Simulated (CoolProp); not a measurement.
The numbers come from the reference Helmholtz-energy equation of state, Fiedler 2023 in CoolProp.

Task: Give the vapour pressure (MPa), vapour density (kg/m³), liquid cp (kJ/(kg K)) of saturated tetrahydrofuran at 352.6 K.

Result: 
```csv
T (K),p (MPa),vapour density (kg/m³),liquid cp (kJ/(kg K))
352.6,0.154,3.94,1.94
```
